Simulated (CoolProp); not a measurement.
Properties of methane along the isobar 101 kPa (Tc = -82.6 °C, pc = 4599 kPa, ω = 0.011).

Computed with CoolProp (reference Helmholtz-energy equation of state, Setzmann 1991).

```tsv
T (°C)	phase	speed of sound (m/s)	Joule-Thomson coefficient (K/MPa)	Prandtl number
-127.45	gas	314.1	16.61	0.793
-106.35	gas	337.2	12.87	0.778
-85.15	gas	358.6	10.37	0.765
-63.95	gas	378.4	8.573	(withheld)
-42.85	gas	396.8	(withheld)	0.748
-21.65	gas	414.1	(withheld)	(withheld)
-0.45	gas	(withheld)	5.240	0.737
20.65	gas	445.5	4.512	0.733
41.85	gas	459.8	3.899	0.729
63.05	gas	(withheld)	3.380	0.727
```

**Question.** Some entries are withheld; supply them.

**Answer.** 
- -63.95, Prandtl number: 0.756
- -42.85, Joule-Thomson coefficient (K/MPa): 7.209
- -21.65, Joule-Thomson coefficient (K/MPa): 6.123
- -21.65, Prandtl number: 0.742
- -0.45, speed of sound (m/s): 430.3
- 63.05, speed of sound (m/s): 473.3

Viscosity comes from a separate model (Quiñones-Cisneros 2006). Thermal conductivity comes from a separate model (Friend 1989).
